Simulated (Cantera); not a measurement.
Ignition delay

Mixture: 1.18 % CH4, 0.189 % C2H6, 1.65 % C3H8, 14.0 % O2, 77.4 % N2, 5.54 % H2O, equivalence ratio 0.80, at 101000 Pa, adiabatic and at constant volume. Ignition delay is the time to a rise of 400 K.

Computed with Cantera and GRI-Mech 3.0 (53 species, 325 reactions). GRI-Mech 3.0 was tuned for natural gas; its chemistry of propane as a main component is partial and can be far from experiment.

| T0 (K) | delay (ms) |
|---|---|
| 1275 | 1.76 |
| 1350 | 0.560 |
| 1425 | 0.215 |
| 1500 | 0.0983 |
| 1575 | 0.0523 |

The apparent activation energy between 1425 and 1575 K comes out as 180 kJ/mol.
